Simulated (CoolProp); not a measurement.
A single-stage vapour-compression cycle with R13: evaporating at 242.15 K (dew point), condensing at 264.15 K (bubble point), superheat 10 K, subcooling 5 K, compressor efficiency 0.6, no pressure losses. Each further row changes one setting.

Values from CoolProp's reference Helmholtz-energy equation of state, Platzer 1990. This equation is an older, rougher fit; its heat capacities, sound speeds and derivatives of the liquid may be far off and weren't checked against measurements.

```csv
case,cooling COP,pressure ratio,discharge temperature (K),refrigerating effect (kJ/kg),volumetric capacity (kJ/m³)
as stated,5.73,1.91,290.1,108,5140
evaporating temperature 247.15 K,7.74,1.63,286.1,110,6110
condensing temperature 259.15 K,7.68,1.67,281.9,114,5410
subcooling 10 K,6.03,1.91,290.1,114,5410
superheat 20 K,5.72,1.91,300.8,115,5140
compressor efficiency 0.5,4.78,1.91,295.0,108,5140
```
